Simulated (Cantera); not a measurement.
**Thermodynamics of chemical vapour transport, feed PbO + H₂O + N₂**

Charge: 1 mol PbO, 0.02 mol H₂O, 0.3 mol N₂, at 56.3 Torr.

Method: chemical equilibrium by Gibbs-energy minimisation in Cantera with the NASA 1993 tables (ideal gas, pure condensed phases). Candidate condensed phases: H₂O, Pb, PbO, PbO₂, Pb₃O₄; 27 gas species. Gases not in the tables: (PbO)n polymers. The numbers say what is thermodynamically allowed, not how fast it happens.

```
T (K)  log p N₂  log p PbO  log p Pb  log p O₂  log p H₂O  log p NO  n PbO(yellow)  n PbO(l)
-----  --------  ---------  --------  --------  ---------  --------  -------------  --------
873       -1.15      -8.63     -9.35     -9.48      -2.33    -10.12           1.00         0
973       -1.15      -6.92     -7.63     -7.94      -2.33     -8.79          1.000         0
1073      -1.15      -5.54     -6.29     -6.60      -2.33     -7.67          1.000         0
1173      -1.15      -4.41     -5.19     -5.51      -2.33     -6.74              0     1.000
1273      -1.16      -3.55     -4.33     -4.64      -2.33     -5.99              0     0.999
1373      -1.16      -2.83     -3.59     -3.90      -2.34     -5.35              0     0.992
1473      -1.20      -2.21     -2.96     -3.27      -2.38     -4.81              0     0.965
1573      -1.35      -1.67     -2.41     -2.72      -2.52     -4.41              0     0.832
1673      -1.80      -1.36     -2.04     -2.34      -2.97     -4.26              0         0
1773      -1.81      -1.40     -1.91     -2.22      -2.99     -4.04              0         0
```
log p: log10 of the partial pressure in bar; n: condensed amount in mol.

From 873 K to 1073 K the condensed part is PbO(yellow). From 1173 K to 1573 K the condensed part is PbO(l). From 1673 K to 1773 K nothing is condensed.
